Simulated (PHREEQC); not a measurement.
# Hard or scaling water: speciation

Make-up at 50 °C: 0.0092 mol CaSO4, 8.8e-05 mol CO2 and 0.0056 mol NaCl per kg of water. Closed to the air; pH follows from the charge balance.

The numbers come from PHREEQC with the ion-association model, phreeqc.dat.

```
Item                          Result
--------------------  --------------
pH                              5.28
ionic strength        0.0324 mol/kgw
specific conductance      3410 µS/cm
```

```tsv
species	molality	activity	log γ
Ca+2	0.00676	0.00346	-0.291
SO4-2	0.00666	0.00335	-0.298
Cl-	0.00560	0.00467	-0.079
Na+	0.00549	0.00462	-0.075
CaSO4	0.00244	0.00245	0.003
NaSO4-	0.000106	9.00e-5	-0.073
CO2	7.82e-5	7.88e-5	0.003
HCO3-	9.27e-6	7.84e-6	-0.073
H+	6.01e-6	5.20e-6	-0.063
HSO4-	3.66e-6	3.07e-6	-0.076
CaHCO3+	5.15e-7	4.38e-7	-0.071
```

Precipitation was switched off in this run. Constants without temperature data keep their 25 °C values here.
